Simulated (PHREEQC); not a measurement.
Brine

Solution (25 °C): 0.94 mol NaBr and 0.13 mol H3BO3 per kg of water. Closed to the air; pH follows from the charge balance.

Equilibrium calculation in PHREEQC: Pitzer model, pitzer.dat.

```
Item                         Value
-------------------  -------------
pH                            4.74
ionic strength       0.940 mol/kgw
activity of water            0.966
density                1.071 g/cm³
osmotic coefficient          0.946
```

```tsv
species	molality	activity	log γ
Br-	0.940	0.582	-0.208
Na+	0.940	0.697	-0.130
B(OH)3	0.130	0.108	-0.079
H+	1.78e-5	1.81e-5	0.009
B3O3(OH)4-	1.00e-5	2.22e-6	-0.654
B(OH)4-	7.73e-6	3.33e-6	-0.366
B4O5(OH)4-2	1.53e-9	3.41e-11	-1.654
OH-	1.03e-9	5.39e-10	-0.282
```

No solid was allowed to form.
